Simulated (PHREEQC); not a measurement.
# Copper plating or etch bath

Solution (25 °C): 6.4 mmol/kgw CuSO4, 0.09 mmol/kgw HNO3, 97 mmol/kgw FeCl3 and 4.4 mmol/kgw Na2CO3. Closed to the air; pH follows from the charge balance.

Computed with PHREEQC (ion-association model, wateq4f.dat).

No solid was allowed to form.

Task: What pH, ionic strength does the model give?

Result: pH 1.99; ionic strength 0.398 mol/kgw.

Task: In which forms is S present?

Result: FeSO4+ 79 %, SO4-2 11 %, FeHSO4+2 5.3 %, HSO4- 3.6 %, CuSO4 0.7 %, Fe(SO4)2- 0.5 % of the S.

The solution is supersaturated, for example in Hematite (slow to form), Goethite (slow to form), so a real one may precipitate; this is no full list. Complexes and solids missing from the database can't appear.
